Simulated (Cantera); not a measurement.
Input: 1 mol NiS, 1500 mol H₂, at 1.10 bar.

Equilibrium computed with Cantera from the NASA thermochemical tables; the gas is ideal and each condensed phase is pure. Candidate condensed phases: Ni, NiS, NiS₂, Ni₃S₂, Ni₃S₄, S; 9 gas species. Kinetics and transport are ignored.

x: gas mole fraction; n: condensed amount in mol.

| T (K) | x H₂ | x H₂S | x H | x SH | n Ni₃S₂(s) | n Ni(s) |
|---|---|---|---|---|---|---|
| 698 | 1.000 | 0.000222 | <1e-12 | <1e-12 | 0.333 | 0 |
| 773 | 1.000 | 0.000406 | <1e-12 | 7.10e-12 | 0.195 | 0.414 |
| 848 | 0.999 | 0.000667 | 1.81e-11 | 1.11e-10 | 0 | 1.00 |
| 923 | 0.999 | 0.000667 | 2.33e-10 | 7.37e-10 | 0 | 1.00 |
| 998 | 0.999 | 0.000667 | ___ | ___ | 0 | 1.00 |
| 1073 | 0.999 | 0.000667 | ___ | ___ | 0 | 1.00 |
| 1148 | 0.999 | 0.000667 | 6.83e-8 | 4.93e-8 | 0 | 1.00 |
| 1223 | 0.999 | 0.000667 | 2.87e-7 | 1.42e-7 | 0 | 1.00 |
| 1298 | 0.999 | 0.000666 | 1.02e-6 | 3.62e-7 | 0 | 1.00 |
| 1373 | 0.999 | 0.000666 | 3.17e-6 | 8.34e-7 | 0 | 1.000 |

Some entries are withheld; supply them.


- 1073, x H: 1.34e-8
- 1073, x SH: 1.47e-8
- 998, x H: 2.05e-9
- 998, x SH: 3.69e-9
